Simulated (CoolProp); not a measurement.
A simple Rankine cycle with dimethyl carbonate: condensing at 320.15 K, boiler at 3.79 MPa, turbine inlet 544.1 K, turbine efficiency 0.7, pump efficiency 0.7, no recuperator. Each further row changes one setting.

Values from CoolProp's reference Helmholtz-energy equation of state, Zhou 2011.

```
case                             thermal efficiency (%)  net work (kJ/kg)  heat in (kJ/kg)  turbine exit temperature (K)  volume ratio over the turbine
-------------------------------  ----------------------  ----------------  ---------------  ----------------------------  -----------------------------
as stated                                          19.7               131              663                         414.1                            241
turbine inlet 564.1 K                              19.8               141              713                         440.3                            215
condensing temperature 312.15 K                    20.5               139              678                         408.3                            340
boiler pressure 2.65 MPa                           19.1               133              699                         436.1                            137
turbine efficiency 0.6                             16.8               111              663                         427.1                            249
```
